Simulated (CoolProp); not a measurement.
Model: reference Helmholtz-energy equation of state, Schroeder 2014, in CoolProp.

**Question.** For ethanol, give the phase and the density (kg/m³), viscosity (µPa s) at 564.8 K and 1960 kPa.

**Answer.** 
- 564.8 K and 1960 kPa: gas; density 20.5, viscosity 16.9

Viscosity comes from a separate model (Kiselev 2005).
